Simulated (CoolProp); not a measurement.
Propylene glycol along the isobar 190 bar: Z from the reference equation and from simpler models built on Tc = 400.8 °C, pc = 72.92 bar, ω = 0.327; each cubic takes its own stable root.

Model: reference Helmholtz-energy equation of state, Eisenbach 2021, in CoolProp.

```json
[
 {"T (°C)": "61.05", "phase": "liquid", "reference": "0.5126", "van der Waals": "0.7754", "Redlich-Kwong": "0.5305", "Peng-Robinson": "0.4617"},
 {"T (°C)": "66.15", "phase": "liquid", "reference": "0.5068", "van der Waals": "___", "Redlich-Kwong": "0.5246", "Peng-Robinson": "0.4562"},
 {"T (°C)": "71.25", "phase": "liquid", "reference": "0.5012", "van der Waals": "0.7573", "Redlich-Kwong": "0.5189", "Peng-Robinson": "0.4510"},
 {"T (°C)": "76.35", "phase": "liquid", "reference": "0.4958", "van der Waals": "0.7487", "Redlich-Kwong": "0.5134", "Peng-Robinson": "0.4459"},
 {"T (°C)": "81.45", "phase": "liquid", "reference": "0.4906", "van der Waals": "0.7404", "Redlich-Kwong": "0.5082", "Peng-Robinson": "0.4410"},
 {"T (°C)": "86.55", "phase": "liquid", "reference": "0.4855", "van der Waals": "0.7323", "Redlich-Kwong": "0.5031", "Peng-Robinson": "0.4362"},
 {"T (°C)": "91.65", "phase": "liquid", "reference": "0.4806", "van der Waals": "0.7245", "Redlich-Kwong": "0.4982", "Peng-Robinson": "0.4316"},
 {"T (°C)": "96.75", "phase": "liquid", "reference": "0.4759", "van der Waals": "0.7169", "Redlich-Kwong": "0.4934", "Peng-Robinson": "0.4272"},
 {"T (°C)": "101.85", "phase": "liquid", "reference": "0.4713", "van der Waals": "0.7096", "Redlich-Kwong": "___", "Peng-Robinson": "0.4230"},
 {"T (°C)": "106.95", "phase": "liquid", "reference": "0.4669", "van der Waals": "0.7025", "Redlich-Kwong": "0.4845", "Peng-Robinson": "0.4189"},
 {"T (°C)": "112.05", "phase": "liquid", "reference": "___", "van der Waals": "0.6956", "Redlich-Kwong": "0.4803", "Peng-Robinson": "0.4149"},
 {"T (°C)": "117.15", "phase": "liquid", "reference": "0.4585", "van der Waals": "0.6889", "Redlich-Kwong": "0.4762", "Peng-Robinson": "0.4111"}
]
```

Task: Some entries are withheld; supply them.

Result: 
- 66.15, van der Waals: 0.7662
- 101.85, Redlich-Kwong: 0.4889
- 112.05, reference: 0.4626
